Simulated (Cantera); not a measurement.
An isothermal, constant-pressure homogeneous reactor starts with CH4 : H2O = 6.5 : 1.8 (molar parts), at 1575 K and 825 Torr.

Cantera simulation using GRI-Mech 3.0 (53 species, 325 reactions); the numbers are that mechanism's predictions, not measurements. GRI-Mech 3.0 stops at C3 and has no aromatics, soot or wall deposition, so with more carbon than oxygen in the feed, carbon stays in small species such as C2H2 where larger ones or solid carbon would form.

x: mole fraction; the columns are a selection and need not sum to one.

| t (s) | x CH4 | x H2O | x CO2 | x O | x CH3 | x HO2 | x CH2O |
|---|---|---|---|---|---|---|---|
| 0.000400 | 0.780 | 0.217 | 1.35e-11 | 6.19e-12 | 0.000486 | <1e-12 | 5.45e-7 |
| 0.000868 | 0.775 | 0.217 | 3.00e-10 | 9.90e-12 | 0.000616 | <1e-12 | 1.42e-6 |
| 0.00188 | 0.763 | 0.216 | 5.58e-9 | 1.45e-11 | 0.000748 | <1e-12 | 2.89e-6 |
| 0.00408 | 0.730 | 0.213 | 6.92e-8 | 1.54e-11 | 0.000767 | <1e-12 | 3.76e-6 |
| 0.00885 | 0.664 | 0.205 | 4.95e-7 | 1.14e-11 | 0.000652 | <1e-12 | 2.91e-6 |
| 0.0192 | 0.561 | 0.191 | 2.61e-6 | 7.31e-12 | 0.000509 | <1e-12 | 1.84e-6 |
| 0.0417 | 0.433 | 0.175 | 1.29e-5 | 4.72e-12 | 0.000376 | <1e-12 | 1.07e-6 |
| 0.0904 | 0.297 | 0.157 | 5.88e-5 | 3.29e-12 | 0.000259 | <1e-12 | 5.79e-7 |
| 0.196 | 0.181 | 0.139 | 0.000230 | 2.63e-12 | 0.000167 | <1e-12 | 3.01e-7 |
| 0.425 | 0.111 | 0.122 | 0.000685 | 2.43e-12 | 0.000111 | <1e-12 | 1.68e-7 |
| 0.922 | 0.0889 | [?] | [?] | 2.18e-12 | 9.22e-5 | <1e-12 | [?] |
| 2.00 | 0.0860 | [?] | [?] | 1.67e-12 | 8.78e-5 | <1e-12 | [?] |

Task: Fill in the missing entries.

Result: 
- 0.922, x H2O: 0.101
- 0.922, x CO2: 0.00143
- 0.922, x CH2O: 1.17e-7
- 2.00, x H2O: 0.0730
- 2.00, x CO2: 0.00200
- 2.00, x CH2O: 8.68e-8
